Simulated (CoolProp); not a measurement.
Vapour-liquid equilibrium of ethanol (1) + isohexane (2) at 460.5 K; x and y are mole fractions of (1).

Model: multi-fluid Helmholtz-energy mixture model, Schroeder 2014 and Lemmon 2006; pair parameters Bell 2016, in CoolProp.

Task: Give the bubble pressure and the first vapour's composition at x = 0.05, 0.2, 0.725. Is there an azeotrope?

Result: x = 0.05: 1.928 MPa, y = 0.104; x = 0.2: 2.367 MPa, y = 0.304; x = 0.725: 2.740 MPa, y = 0.687. y crosses x between x = 0.575 and 0.65: the model has an azeotrope there.

The pair parameters rest on a limited set of measurements; away from them the model extrapolates.
